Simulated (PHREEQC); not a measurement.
Solution (25 °C): 0.0073 mol NaHSO4 per kg of water. Closed to the air; pH follows from the charge balance.

All values are PHREEQC results (ion-association model, wateq4f.dat), not measurements.

Precipitation was switched off in this run.

Q: Predict the pH.

A: pH 2.31.

Q: In which forms is Na present?

A: Na+ 98 %, NaSO4- 1.6 % of the Na.

Species that the database lacks are ignored.
